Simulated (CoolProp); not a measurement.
Vapour-liquid equilibrium of R134a (1) + R1234ze(E) (2) at 0.00463 MPa; x and y are mole fractions of (1).

Computed with CoolProp (multi-fluid Helmholtz-energy mixture model, Tillner-Roth 1994 and Thol 2016; pair parameters Bell 2022).

```csv
x,"bubble temperature, mixture model (K)","bubble temperature, Raoult's law (K)","y, mixture model","y, Raoult's law"
0.05,200.2,200.5,0.094,0.071
0.2,198.8,199.7,0.305,0.266
0.35,197.8,198.9,0.459,0.439
0.5,197.2,198.2,0.587,0.593
0.65,196.7,197.5,0.707,0.730
0.8,196.3,196.8,0.828,0.854
0.95,196.1,196.2,0.955,0.965
```

The largest gap from Raoult's law is -1.1 K in bubble temperature, at x = 0.35. No azeotrope shows between x = 0.05 and 0.95.

The pair parameters rest on a limited set of measurements; away from them the model extrapolates.
